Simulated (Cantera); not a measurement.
## Transport properties of process gases

Gas mixture: 100 % C2H2, at 9.87 atm, frozen composition.

Cantera's kinetic-theory transport with the Lennard-Jones parameters of GRI-Mech 3.0, ideal gas; thermal conductivity in the mixture-averaged form. The composition is frozen, though it would react at the higher temperatures.

```tsv
T (K)	ρ (kg/m³)	cp (J/kg/K)	μ (µPa s)	λ (mW/m/K)	Pr	D (cm²/s) O	D (cm²/s) H2O	D (cm²/s) N2
400	7.83	1931	13.6	35.7	0.734	0.0433	0.0306	0.0284
500	6.26	2101	16.4	46.6	0.737	0.0640	0.0472	0.0421
600	5.22	2232	18.9	57.2	0.737	0.0876	0.0666	0.0578
700	4.47	2340	21.2	67.5	0.735	0.114	0.0888	0.0753
800	3.91	2436	23.4	77.7	0.734	0.143	0.113	0.0945
900	3.48	2526	25.5	87.7	0.734	0.174	0.140	0.115
1000	3.13	2608	27.4	97.4	0.734	0.208	0.169	0.138
1100	2.85	2683	29.3	107	0.734	0.244	0.200	0.162
```
D: mixture-averaged diffusion coefficient of that species in the mixture.
